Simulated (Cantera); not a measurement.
A freely propagating, adiabatic, planar premixed flame of CH4 : CO : O2 : N2 = 1 : 0.1 : 1.86 : 8.01 (molar parts), unburnt at 625 K and 9.87 atm; multicomponent transport, grid criteria slope 0.08 and curve 0.16, no radiation.

Model: GRI-Mech 3.0 (53 species, 325 reactions), integrated in Cantera. Burning velocities carry a grid error of a few per cent, more on coarse grids.

x: mole fraction of selected species; z is measured from the peak of heat release.

| z (mm) | T (K) | u (m/s) | x CH4 | x CO | x O2 | x H | x C2H4 | x HCN |
|---|---|---|---|---|---|---|---|---|
| -0.229 | 626 | 0.459 | 0.0910 | 0.00912 | 0.169 | <1e-8 | 1.85e-7 | <1e-8 |
| -0.153 | 633 | 0.465 | 0.0904 | 0.00920 | 0.168 | <1e-8 | 1.96e-6 | 1.09e-8 |
| -0.115 | 657 | 0.484 | 0.0887 | 0.00960 | 0.166 | <1e-8 | 1.11e-5 | 6.09e-8 |
| -0.0765 | 773 | 0.573 | 0.0814 | 0.0119 | 0.157 | 1.21e-8 | 8.08e-5 | 4.35e-7 |
| -0.0382 | 1214 | 0.909 | 0.0532 | 0.0234 | 0.117 | 6.76e-6 | 0.000532 | 2.79e-6 |
| -0.0191 | 1607 | 1.21 | 0.0271 | 0.0356 | 0.0758 | 0.000112 | 0.000939 | 5.85e-6 |
| 0 | 1983 | 1.50 | ___ | ___ | ___ | ___ | ___ | ___ |
| 0.0191 | 2142 | 1.61 | 0.000197 | 0.0395 | 0.0114 | 0.00233 | 6.06e-6 | 8.26e-6 |
| 0.0382 | 2199 | 1.64 | ___ | ___ | ___ | 0.00233 | ___ | ___ |
| 0.0765 | 2254 | 1.68 | <1e-8 | 0.0281 | 0.00279 | 0.00167 | <1e-8 | 4.91e-7 |
| 0.153 | 2295 | 1.71 | <1e-8 | 0.0262 | 0.00124 | 0.000996 | <1e-8 | 4.15e-8 |
| 0.306 | 2317 | 1.72 | <1e-8 | 0.0252 | 0.000484 | 0.000585 | <1e-8 | <1e-8 |
| 0.612 | 2326 | 1.73 | <1e-8 | 0.0249 | 0.000234 | 0.000409 | <1e-8 | <1e-8 |

### Question
Fill in the missing entries.

### Answer

- 0, x CH4: 0.00494
- 0, x CO: 0.0452
- 0, x O2: 0.0323
- 0, x H: 0.00107
- 0, x C2H4: 0.000365
- 0, x HCN: 1.05e-5
- 0.0382, x CH4: 4.90e-6
- 0.0382, x CO: 0.0327
- 0.0382, x O2: 0.00572
- 0.0382, x C2H4: 2.45e-8
- 0.0382, x HCN: 3.09e-6
